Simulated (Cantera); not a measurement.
A closed system holds: 1 mol Cu2O, 1.1 mol CH4, 0.062 mol CO, equilibrated at 1975 °C and 0.170 bar.

Cantera equilibrium calculation (NASA polynomials, part measured and part estimated; ideal gas, pure solids and liquids). Candidate condensed phases: C, C6H6, C7H8, C8H18, Cu, CuO, Cu(OH)2, Cu2O, H2O; 113 gas species. Rates play no part.

Base state: H2 0.529, CO 0.259, Cu 0.195, H 0.0130, C2H2 (acetylene) 0.00175, Cu2 0.00169, CH4 1.13e-5 (mole fractions); condensed: C(graphite) + Cu(l).

What changes in the equilibrium state with this change: temperature from 1975 °C to 652 °C?


```tsv
species	before	after
H2	0.529	0.660
CO	0.259	0.250
H2O	1.14e-6	0.0416
Cu	0.195	<1e-9
H	0.0130	<1e-9
CO2	1.03e-7	0.0318
CH4	1.13e-5	0.0168
C2H2 (acetylene)	0.00175	<1e-9
Cu2	0.00169	<1e-9
C(graphite), mol	0.0855	0.270
Cu(l), mol	1.19	0
Cu(s), mol	0	2.00
```
